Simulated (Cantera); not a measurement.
What does this Cantera script print?

```python
import numpy as np
import cantera as ct

gas = ct.Solution("gri30.yaml")
gas.TPX = 1425, 2666, {'H2': 0.053, 'O2': 1, 'H2O': 0.033}
reactor = ct.IdealGasConstPressureReactor(gas, energy="off", clone=False)
net = ct.ReactorNet([reactor])
net.rtol, net.atol = 1e-08, 1e-18
show = ['H2', 'O2', 'HO2', 'O', 'H2O']
times = np.geomspace(0.0001, 2, 15)

steps = ct.SolutionArray(gas, extra=["t"])
rows = []
print(f"{'t/s':>10s}{'T/K':>9s}{'P/Pa':>11s}" + "".join(f"{s:>11s}" for s in show))
for t in times:
    while net.time < t:
        t_next = net.step()
        steps.append(gas.state, t=t_next)
    rows.append([np.interp(t, steps.t, y) for y in (steps.T, steps.P, *steps(*show).X.T)])
    print(f"{t:10.3e}{rows[-1][0]:9.1f}{rows[-1][1]:11.4g}" + "".join(f"{x:11.3e}" for x in rows[-1][2:]))
rate = np.gradient(steps.T, steps.t)
print("integrator steps:", len(steps.t))
if steps.T.max() > steps.T[0] + 200:
    print(f"time of steepest temperature rise: {steps.t[rate.argmax()]:.4e} s")
gas.TPX = 1425, 2666, {'H2': 0.053, 'O2': 1, 'H2O': 0.033}
gas.equilibrate("TP")
print(f"equilibrium (TP): T = {gas.T:.1f} K  " + "  ".join(f"{s} {gas[s].X[0]:.3e}" for s in show))
```

It prints:

```
       t/s      T/K       P/Pa         H2         O2        HO2          O        H2O
 1.000e-04   1425.0       2666  4.880e-02  9.208e-01  2.997e-07  8.286e-07  3.039e-02
 2.029e-04   1425.0       2666  4.878e-02  9.208e-01  6.308e-07  1.181e-05  3.040e-02
 4.116e-04   1425.0       2666  4.491e-02  9.177e-01  3.419e-06  1.935e-03  3.309e-02
 8.349e-04   1425.0       2666  1.565e-03  8.811e-01  4.813e-06  3.251e-02  7.051e-02
 1.694e-03   1425.0       2666  1.225e-03  8.826e-01  4.655e-06  3.145e-02  7.155e-02
 3.436e-03   1425.0       2666  1.108e-03  8.863e-01  4.511e-06  2.820e-02  7.247e-02
 6.971e-03   1425.0       2666  9.095e-04  8.923e-01  4.215e-06  2.285e-02  7.396e-02
 1.414e-02   1425.0       2666  6.295e-04  9.005e-01  3.642e-06  1.554e-02  7.597e-02
 2.869e-02   1425.0       2666  3.377e-04  9.087e-01  2.703e-06  8.202e-03  7.800e-02
 5.820e-02   1425.0       2666  1.368e-04  9.144e-01  1.593e-06  3.284e-03  7.947e-02
 1.181e-01   1425.0       2666  4.538e-05  9.171e-01  7.391e-07  1.082e-03  8.030e-02
 2.395e-01   1425.0       2666  1.409e-05  9.181e-01  3.038e-07  3.351e-04  8.072e-02
 4.860e-01   1425.0       2666  4.538e-06  9.185e-01  1.395e-07  1.079e-04  8.092e-02
 9.859e-01   1425.0       2666  1.608e-06  9.187e-01  9.573e-08  3.826e-05  8.102e-02
 2.000e+00   1425.0       2666  6.705e-07  9.187e-01  1.004e-07  1.598e-05  8.108e-02
integrator steps: 1360
equilibrium (TP): T = 1425.0 K  H2 3.435e-07  O2 9.188e-01  HO2 1.216e-07  O 8.199e-06  H2O 8.110e-02
```

Computed with Cantera and GRI-Mech 3.0 (53 species, 325 reactions). Radical loss at walls, strong at low pressure, is not modelled. The temperature is held fixed by assumption; the heat of reaction is taken as removed at once.
